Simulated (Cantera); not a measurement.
An isothermal, constant-pressure homogeneous reactor starts with 0.289 % H2, 26.2 % O2, 73.5 % N2, at 1325 K and 910 Pa.

Model: GRI-Mech 3.0 (53 species, 325 reactions), integrated in Cantera. Radical loss at walls, strong at low pressure, is not modelled.

One state of this run: x H2 = 7.66e-8; x O2 = 0.261; x NO = 2.03e-7; x HO2 = 4.55e-9; x N2O = 1.40e-8; x NO2 = 5.44e-11. x: mole fraction; the columns are a selection and need not sum to one.

Problem. Which value of t (s) does it belong to?
A) 60.0
B) 1.32
C) 0.0292
D) 16.8

Solution. A, 60.0
